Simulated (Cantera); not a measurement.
Input (Python, Cantera) and output of one run.

```python
import numpy as np
import cantera as ct

gas_names = """
    H H2 N NH NH2 NH3 N2 N2H2 N2H4 Si SiH SiH2 SiH3 SiH4 SiN Si2 Si2N Si3
""".split()
cond_names = """
    Si(cr) Si(L) Si3N4(a)
""".split()


def load(file, names, dense=False):
    # The tables refer to 1 bar. Condensed volumes are neglected.
    table = {s.name: s for s in ct.Species.list_from_file(file)}
    out = []
    for n in names:
        d = dict(table[n].input_data)
        d["thermo"] = dict(d["thermo"], **{"reference-pressure": 1e5})
        if dense:
            d["equation-of-state"] = {"model": "constant-volume", "density": "1e6 g/cm^3"}
        out.append(ct.Species.from_dict(d))
    return out


gas = ct.Solution(thermo="ideal-gas", species=load("nasa_gas.yaml", gas_names))
cond = {s.name: ct.Solution(thermo="fixed-stoichiometry", species=[s], name=s.name)
        for s in load("nasa_condensed.yaml", cond_names, dense=True)}
atoms = {
    'trisilylamine': {'Si': 3, 'N': 1, 'H': 9},
    'N2': {'N': 2},
}
top_T = {'Si3N4(a)': 2400}  # K; cautious upper limits of use, not melting points


def equilibrate(T, P, feed):
    n = {}
    for name, mol in feed.items():
        for a, k in atoms[name].items():
            n[a] = n.get(a, 0.0) + k * mol
    gas.TPX = T, P, n
    mass = sum(n.values()) * gas.mean_molecular_weight
    gas.equilibrate("TP")
    valid = [c for c in cond.values() if c.min_temp <= T <= top_T.get(c.name, c.max_temp)]
    mix = ct.Mixture([(gas, mass / gas.mean_molecular_weight)] + [(c, 0.0) for c in valid])
    mix.T, mix.P = T, P
    mix.equilibrate("TP", solver="vcs", rtol=1e-11, max_steps=5000)
    return mix


results = []
feed = {'trisilylamine': 1, 'N2': 14}  # mol
P = 9  # Pa
for T in [1125, 1225, 1325, 1425, 1525, 1625, 1725, 1825, 1925]:
    mix = equilibrate(T, P, feed)
    results.append((T, P, feed, dict(zip(mix.species_names, mix.species_moles))))

top = {s: max(r[3][s] / sum(r[3][g] for g in gas_names) for r in results) for s in gas_names}
cols = sorted((s for s in top if top[s] > 1e-06), key=lambda s: -top[s])[:6]
seen = [c for c in cond_names if any(r[3].get(c, 0) > 1e-12 for r in results)]
print("log10 of partial pressures in bar; condensed amounts in mol")
print(f"{'T/K':>10s}" + "".join(f"{s[:9]:>10s}" for s in cols + seen))
for T, P, feed, n in results:
    ng = sum(n[g] for g in gas_names)
    print(f"{T:10.4g}" + "".join(f"{np.log10(max(n[s] / ng * P / 1e5, 1e-99)):10.3f}" for s in cols)
          + "".join(f"{n.get(c, 0):10.4g}" for c in seen))
```

It prints:

```
log10 of partial pressures in bar; condensed amounts in mol
       T/K        N2        H2        Si         H       Si2       SiH    Si(cr)     Si(L)  Si3N4(a)
      1125    -4.179    -4.623   -16.118    -9.664   -23.537   -17.031         0         0         1
      1225    -4.179    -4.623   -13.485    -8.818   -19.453   -14.689         0         0         1
      1325    -4.179    -4.623   -11.254    -8.098   -15.993   -12.705         0         0         1
      1425    -4.179    -4.623    -9.340    -7.478   -13.025   -11.004         0         0         1
      1525    -4.164    -4.673    -7.724    -6.962   -10.541    -9.598     2.996         0         0
      1625    -4.165    -4.676    -6.788    -6.490    -9.325    -8.827     2.964         0         0
      1725    -4.170    -4.687    -5.993    -6.075    -8.315    -8.182         0     2.773         0
      1825    -4.191    -4.721    -5.342    -5.717    -7.529    -7.676         0      1.94         0
      1925    -4.236    -4.793    -4.930    -5.416    -7.167    -7.416         0         0         0
```

Equilibrium computed with Cantera from the NASA thermochemical tables; the gas is ideal and each condensed phase is pure. The feed counts by its element totals alone. The tables' values for SiN are old estimates; treat these amounts as uncertain.
